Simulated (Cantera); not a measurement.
A freely propagating, adiabatic, planar premixed flame of CH4 : C2H6 : O2 : N2 = 1 : 0.28 : 3.43 : 12.9 (molar parts), unburnt at 700 K and 0.780 atm; mixture-averaged transport, grid criteria slope 0.08 and curve 0.16, no radiation.

Detailed kinetics in Cantera: GRI-Mech 3.0 (53 species, 325 reactions). Burning velocities carry a grid error of a few per cent, more on coarse grids.

Question: What does this change do: inlet temperature 700 to 573 K?

Answer: 
```csv
quantity,before,after
laminar burning velocity,178 cm/s,117 cm/s
thermal thickness,0.376 mm,0.417 mm
peak x(C2H),6.29e-7,3.81e-7
peak x(HCO),8.07e-5,6.41e-5
peak x(CH3),0.00297,0.00245
```

Question: What does this change do: O2 3.43 to 2.7 parts?

Answer: 
```csv
quantity,before,after
laminar burning velocity,178 cm/s,138 cm/s
thermal thickness,0.376 mm,0.446 mm
peak x(C2H),6.29e-7,1.14e-6
peak x(HCO),8.07e-5,6.38e-5
peak x(CH3),0.00297,0.00319
```
